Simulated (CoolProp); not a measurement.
Saturated liquid density (kg/m³) of R134a: the reference equation beside estimates from Tc = 101.1 °C, pc = 4.059 MPa, ω = 0.327. Rackett uses Z = 0.29056 − 0.08775 ω.

Values from CoolProp's reference Helmholtz-energy equation of state, Tillner-Roth 1994.

```
T (°C)  reference  Rackett  van der Waals  Redlich-Kwong  Soave-Redlich-Kwong  Peng-Robinson
------  ---------  -------  -------------  -------------  -------------------  -------------
-69.85       1501     1484          851.0           1260                 1303           1467
-57.95       1469     1451          834.2           1231                 1278           1441
-46.05       1435     1418          816.7           1201                 1252           1412
-34.15       1401     1384          798.3           1169                 1223           1381
-22.15       1365     1348          778.7           1135                 1191           1347
-10.25       1328     1311          758.1           1099                 1157           1310
1.65         1289     1272          736.3           1060                 1120           1269
13.55        1249     1231          712.9           1018                 1079           1224
25.45        1205     1187          687.8          972.5                 1034           1174
37.35        1158     1140          660.4          923.1                984.0           1117
49.25        1106     1089          630.1          868.7                927.2           1052
61.15        1047     1031          596.1          807.6                861.9          977.0
73.15       976.4    962.3          556.0          736.3                783.8          886.2
```

Absolute difference from the reference over all 13 rows, mean and median: Rackett 1.4 and 1.3 %, van der Waals 43.0 and 43.0 %, Redlich-Kwong 18.8 and 17.8 %, Soave-Redlich-Kwong 14.4 and 13.2 %, Peng-Robinson 3.1 and 2.0 %.
